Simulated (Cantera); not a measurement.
Cantera run:

```python
import numpy as np
import cantera as ct

gas_names = [...]  # 113 gases of nasa_gas.yaml made of C, H, O, Ti
cond_names = """
    C(gr) C6H6(L) C7H8(L) C8H18(L),n-octa H2O(s) H2O(L) Ti(a) Ti(b) Ti(L) TiC(s) TiC(L) TiO(a) TiO(b)
    TiO(L) TiO2(ru) TiO2(L) Ti2O3(a) Ti2O3(b) Ti2O3(L) Ti3O5(a) Ti3O5(b) Ti3O5(L) Ti4O7(s) Ti4O7(L)
""".split()


# ... load() reads the species with a 1 bar reference pressure and builds the phases ...
atoms = {
    'TiO2': {'Ti': 1, 'O': 2},
    'C': {'C': 1},
    'CO': {'C': 1, 'O': 1},
    'CH4': {'C': 1, 'H': 4},
}
top_T = {'C(gr)': 4500}  # K; cautious upper limits of use, not melting points


# ... equilibrate(T, P, feed) seeds the gas with the atoms and calls Mixture.equilibrate('TP', solver="vcs", rtol=1e-11, max_steps=5000) ...
results = []
T = 1898.15  # K
P = 830000  # Pa
for m in [0.51, 0.76, 1.1, 1.7, 2.6, 3.9, 5.9]:
    feed = {'TiO2': 1, 'C': m, 'CO': 1.4, 'CH4': 1.9}  # mol
    mix = equilibrate(T, P, feed)
    results.append((T, P, feed, dict(zip(mix.species_names, mix.species_moles))))
    x = sorted(zip(gas.X, gas.species_names), reverse=True)
    print(f"T = {T:g} K  P = {P:g} Pa  n(C) = {m:g} mol  gas = {mix.phase_moles(0):.4g} mol")
    print("   x: " + "  ".join(f"{s} {v:.3e}" for v, s in x if v > 0.0001))
    print("   condensed (mol): " + ("  ".join(f"{mix.phase(i).name} {mix.phase_moles(i):.4g}"
          for i in range(1, mix.n_phases) if mix.phase_moles(i) > 1e-12) or "none"))
```

Output:

```
T = 1898.15 K  P = 830000 Pa  n(C) = 0.51 mol  gas = 6.837 mol
   x: H2 5.536e-01  CO 4.445e-01  H2O 9.701e-04  CH4 5.443e-04  H 2.021e-04  CO2 1.853e-04
   condensed (mol): TiC(s) 0.7655  Ti2O3(b) 0.1173
T = 1898.15 K  P = 830000 Pa  n(C) = 0.76 mol  gas = 6.987 mol
   x: H2 5.417e-01  CO 4.564e-01  H2O 9.593e-04  CH4 5.295e-04  H 1.999e-04  CO2 1.923e-04
   condensed (mol): TiC(s) 0.8655  Ti2O3(b) 0.06723
T = 1898.15 K  P = 830000 Pa  n(C) = 1.1 mol  gas = 7.19 mol
   x: H2 5.263e-01  CO 4.719e-01  CH4 7.032e-04  H2O 6.850e-04  H 1.970e-04  CO2 1.462e-04
   condensed (mol): TiC(s) 1
T = 1898.15 K  P = 830000 Pa  n(C) = 1.7 mol  gas = 7.188 mol
   x: H2 5.254e-01  CO 4.725e-01  CH4 1.295e-03  H2O 3.706e-04  C2H2,acetylene 1.979e-04  H 1.969e-04
   condensed (mol): C(gr) 0.5909  TiC(s) 1
T = 1898.15 K  P = 830000 Pa  n(C) = 2.6 mol  gas = 7.188 mol
   x: H2 5.254e-01  CO 4.725e-01  CH4 1.295e-03  H2O 3.706e-04  C2H2,acetylene 1.979e-04  H 1.969e-04
   condensed (mol): C(gr) 1.491  TiC(s) 1
T = 1898.15 K  P = 830000 Pa  n(C) = 3.9 mol  gas = 7.188 mol
   x: H2 5.254e-01  CO 4.725e-01  CH4 1.295e-03  H2O 3.706e-04  C2H2,acetylene 1.979e-04  H 1.969e-04
   condensed (mol): C(gr) 2.791  TiC(s) 1
T = 1898.15 K  P = 830000 Pa  n(C) = 5.9 mol  gas = 7.188 mol
   x: H2 5.254e-01  CO 4.725e-01  CH4 1.295e-03  H2O 3.706e-04  C2H2,acetylene 1.979e-04  H 1.969e-04
   condensed (mol): C(gr) 4.791  TiC(s) 1
```

These are equilibrium values from Cantera (NASA tables, ideal gas, pure condensed phases), not measurements of a reactor. Mutual solubility and eutectic melting of coexisting phases are not modelled. TiC: taken at fixed stoichiometry.
